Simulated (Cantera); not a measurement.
Input: 1 mol B2H6, 0.78 mol NH3, equilibrated at 1373.15 K and 0.293 Torr.

These are equilibrium values from Cantera (NASA tables, ideal gas, pure condensed phases), not measurements of a reactor. Candidate condensed phases: B, BN; 15 gas species. The feed counts by its element totals alone. Mutual solubility and eutectic melting of coexisting phases are not modelled. Rates play no part.

Base state: H2 1.000, H 0.000169 (mole fractions); condensed: B(s) + BN(s).

**Question.** What changes in the equilibrium state with this change: B2H6 replaced by B?

**Answer.** 
| species | before | after |
|---|---|---|
| H2 | 1.000 | 1.000 |
| H | 0.000169 | 0.000169 |
| B(s), mol | 1.22 | 0.220 |
| BN(s), mol | 0.780 | 0.780 |

**Question.** What changes in the equilibrium state with this change: B2H6 replaced by BCl3?

**Answer.** 
```tsv
species	before	after
HCl	0	0.851
BCl3	0	0.106
H2	1.000	0.0312
N2	3.45e-7	0.0104
Cl	0	0.000674
BCl2	0	0.000335
BCl	0	5.93e-5
H	0.000169	2.99e-5
B(s), mol	1.22	0
BN(s), mol	0.780	0.727
```
The tables' values for BCl2, BCl are old estimates; treat these amounts as uncertain. Gases not in the tables: BHCl2. Further candidate phases: NH4Cl.
